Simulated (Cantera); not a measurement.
Feed: 1 mol Si, 0.6 mol HCl, 1.4 mol H2, equilibrated at 5.80 bar.

Equilibrium computed with Cantera from the NASA thermochemical tables; the gas is ideal and each condensed phase is pure. Candidate condensed phases: Si; 19 gas species. The numbers say what is thermodynamically allowed, not how fast it happens.

Over these rows the condensed part is Si(s). Partial pressures as log10 of bar:

| T (K) | 1000/T (1/K) | log p SiCl2 | log p H2 | log p SiHCl3 | log p SiCl4 | log p HCl |
|---|---|---|---|---|---|---|
| 898 | 1.1136 | -4.34 | 0.72 | -0.56 | -0.60 | -1.88 |
| 998 | 1.0020 | -3.42 | 0.72 | -0.58 | -0.60 | -1.47 |
| 1098 | 0.9107 | -2.68 | 0.71 | -0.60 | -0.61 | -1.13 |
| 1198 | 0.8347 | -2.07 | 0.71 | -0.63 | -0.64 | -0.86 |
| 1298 | 0.7704 | ? | 0.71 | -0.68 | -0.69 | -0.65 |
| 1398 | 0.7153 | -1.17 | 0.70 | -0.76 | -0.78 | -0.47 |

Fit log p(SiCl2) = a + b·(1000/T) to the five rows, give the apparent enthalpy, and predict the row at 1298 K.

Means: 1000/T = 0.9153, log p = -2.736. Sxy = -0.744513, Sxx = 0.0933573, so b = -7.97 and a = -2.736 − (-7.97)×0.9153 = 4.56.
Apparent enthalpy: −19.145 × (-7.97) = 153 kJ/mol. With the condensed phases at unit activity, 1/2 Si(s) + 1/2 SiCl4(g) = SiCl2(g) links this pressure to the main gases: over the six rows their terms move log p by -0.09 in all, so the slope is close to that reaction's ΔH°. The five rows lie within 0.03 of the line.
Prediction at 1298 K: 4.56 + (-7.97)×0.7704 = -1.58. The computed value is -1.57, 0.01 from the line.
